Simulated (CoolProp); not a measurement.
Model: reference Helmholtz-energy equation of state, Lemmon 2006, in CoolProp. It is a short technical equation, of lower accuracy than the large ones.

For toluene, give the phase and the cv (kJ/(kg K)), speed of sound (m/s), expansivity (1/kK), conductivity (mW/(m K)) at 324.1 K and 0.0174 MPa; 434.5 K and 24.7 MPa; 572.4 K and 1.79 MPa.


- 324.1 K and 0.0174 MPa: liquid; cv 1.34, speed of sound 1190, expansivity 1.13, conductivity 123
- 434.5 K and 24.7 MPa: liquid; cv 1.69, speed of sound 973, expansivity 1.14, conductivity 108
- 572.4 K and 1.79 MPa: gas; cv 2.03, speed of sound 187, expansivity 3.74, conductivity 38.8

Thermal conductivity comes from a separate model (Assael 2012).
